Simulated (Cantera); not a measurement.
Charge: 1 mol SiC, 1.1 mol N2O, 190 mol H2, held at 94.0 mbar.

These are equilibrium values from Cantera (NASA tables, ideal gas, pure condensed phases), not measurements of a reactor. Candidate condensed phases: C, C6H6, C7H8, C8H18, H2O, Si, SiC, SiO2, Si2N2O, Si3N4; 151 gas species. Mutual solubility and eutectic melting of coexisting phases are not modelled. The numbers say what is thermodynamically allowed, not how fast it happens.

x: gas mole fraction; n: condensed amount in mol.

```json
[
 {"T (°C)": "852", "x H2": "0.991", "x N2": "0.00328", "x CO": "0.00274", "x SiO": "4.81e-10", "x CH4": "0.00250", "x H": "1.44e-7", "x HCN": "1.64e-6", "n SiO2(β-quartz)": "0.0496", "n Si2N2O(s)": "0.475", "n C(graphite)": "0", "n SiC(s)": "0"},
 {"T (°C)": "902", "x H2": "0.992", "x N2": "0.00314", "x CO": "0.00313", "x SiO": "[?]", "x CH4": "[?]", "x H": "[?]", "x HCN": "[?]", "n SiO2(β-quartz)": "0", "n Si2N2O(s)": "0.500", "n C(graphite)": "[?]", "n SiC(s)": "0"},
 {"T (°C)": "952", "x H2": "0.992", "x N2": "0.00314", "x CO": "0.00314", "x SiO": "1.97e-8", "x CH4": "0.00122", "x H": "1.01e-6", "x HCN": "5.46e-6", "n SiO2(β-quartz)": "0", "n Si2N2O(s)": "0.500", "n C(graphite)": "0.168", "n SiC(s)": "0"},
 {"T (°C)": "1002", "x H2": "0.993", "x N2": "0.00314", "x CO": "0.00314", "x SiO": "[?]", "x CH4": "[?]", "x H": "[?]", "x HCN": "[?]", "n SiO2(β-quartz)": "0", "n Si2N2O(s)": "0.500", "n C(graphite)": "[?]", "n SiC(s)": "0"},
 {"T (°C)": "1052", "x H2": "0.993", "x N2": "0.00313", "x CO": "0.00314", "x SiO": "4.35e-7", "x CH4": "0.000622", "x H": "5.32e-6", "x HCN": "1.45e-5", "n SiO2(β-quartz)": "0", "n Si2N2O(s)": "0.500", "n C(graphite)": "0.278", "n SiC(s)": "0"},
 {"T (°C)": "1102", "x H2": "0.993", "x N2": "0.00313", "x CO": "0.00314", "x SiO": "1.72e-6", "x CH4": "0.000462", "x H": "1.11e-5", "x HCN": "2.25e-5", "n SiO2(β-quartz)": "0", "n Si2N2O(s)": "0.500", "n C(graphite)": "0.307", "n SiC(s)": "0"},
 {"T (°C)": "1152", "x H2": "0.992", "x N2": "0.00370", "x CO": "0.00371", "x SiO": "6.49e-6", "x CH4": "0.000313", "x H": "2.22e-5", "x HCN": "3.29e-5", "n SiO2(β-quartz)": "0", "n Si2N2O(s)": "0.388", "n C(graphite)": "0", "n SiC(s)": "0.222"},
 {"T (°C)": "1202", "x H2": "0.992", "x N2": "0.00378", "x CO": "0.00377", "x SiO": "2.90e-5", "x CH4": "0.000129", "x H": "4.21e-5", "x HCN": "2.59e-5", "n SiO2(β-quartz)": "0", "n Si2N2O(s)": "0.373", "n C(graphite)": "0", "n SiC(s)": "0.249"},
 {"T (°C)": "1252", "x H2": "0.992", "x N2": "0.00387", "x CO": "0.00376", "x SiO": "0.000117", "x CH4": "5.59e-5", "x H": "7.69e-5", "x HCN": "2.06e-5", "n SiO2(β-quartz)": "0", "n Si2N2O(s)": "0.357", "n C(graphite)": "0", "n SiC(s)": "0.264"},
 {"T (°C)": "1302", "x H2": "0.992", "x N2": "0.00408", "x CO": "0.00367", "x SiO": "0.000416", "x CH4": "2.57e-5", "x H": "0.000135", "x HCN": "1.70e-5", "n SiO2(β-quartz)": "0", "n Si2N2O(s)": "0.316", "n C(graphite)": "0", "n SiC(s)": "0.288"},
 {"T (°C)": "1352", "x H2": "0.990", "x N2": "0.00465", "x CO": "0.00339", "x SiO": "0.00127", "x CH4": "1.25e-5", "x H": "0.000229", "x HCN": "1.49e-5", "n SiO2(β-quartz)": "0", "n Si2N2O(s)": "0.206", "n C(graphite)": "0", "n SiC(s)": "0.345"},
 {"T (°C)": "1402", "x H2": "0.988", "x N2": "0.00571", "x CO": "0.00285", "x SiO": "0.00287", "x CH4": "6.77e-6", "x H": "0.000376", "x HCN": "1.47e-5", "n SiO2(β-quartz)": "0", "n Si2N2O(s)": "0", "n C(graphite)": "0", "n SiC(s)": "0.448"},
 {"T (°C)": "1452", "x H2": "0.988", "x N2": "0.00571", "x CO": "0.00285", "x SiO": "0.00287", "x CH4": "6.08e-6", "x H": "0.000602", "x HCN": "2.09e-5", "n SiO2(β-quartz)": "0", "n Si2N2O(s)": "0", "n C(graphite)": "0", "n SiC(s)": "0.447"},
 {"T (°C)": "1502", "x H2": "0.988", "x N2": "0.00571", "x CO": "0.00285", "x SiO": "0.00287", "x CH4": "5.50e-6", "x H": "0.000938", "x HCN": "2.92e-5", "n SiO2(β-quartz)": "0", "n Si2N2O(s)": "0", "n C(graphite)": "0", "n SiC(s)": "0.445"}
]
```

Question: Complete the blanks.

Answer: 
- 1002, x SiO: 9.84e-8
- 1002, x CH4: 0.000859
- 1002, x H: 2.40e-6
- 1002, x HCN: 9.09e-6
- 1002, n C(graphite): 0.235
- 902, x SiO: 3.43e-9
- 902, x CH4: 0.00177
- 902, x H: 3.98e-7
- 902, x HCN: 3.13e-6
- 902, n C(graphite): 0.0632
